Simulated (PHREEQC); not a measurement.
Consider water at 25 °C with 8.1 mmol/kgw ZnCl2, 1.4 mmol/kgw NaCl and 1.1 mmol/kgw MnSO4. Closed to the air; pH follows from the charge balance.

Model: ion-association model, wateq4f.dat, run in PHREEQC.

Question: The ionic strength comes out as 0.0280 mol/kgw. What activity coefficients do ZnOH+, SO4-2, Cl-, H+, ZnCl+ get?

Answer: ZnOH+ 0.85, SO4-2 0.54, Cl- 0.85, H+ 0.88, ZnCl+ 0.85.

No solid was allowed to form.
